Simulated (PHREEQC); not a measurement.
A column of 0.2 m (40 cells, dispersivity 0.01 m, 60 s a shift, diffusion coefficient 3e-10 m²/s) holds 0.023 eq of the database's cation exchanger X per kg of pore water, first in equilibrium with 0.0013 mol/kgw NaCl and 1e-05 mol/kgw HCl. It is flushed with 4 mmol/kgw CdCl2, 11 mmol/kgw CaCl2 and 0.01 mmol/kgw HCl, at 25 °C. Values are for the last cell. The system is closed to CO2. Nothing may precipitate in this run.

The numbers come from PHREEQC with the ion-association model, phreeqc.dat.

**Question.** Predict Ca in solution (mol/kgw), Cd in solution (mol/kgw) at pore volumes = 0.8875, 2.138.

**Answer.** 
```csv
pore volumes,Ca in solution (mol/kgw),Cd in solution (mol/kgw)
0.8875,0,0
2.138,0.00933,0.00484
```
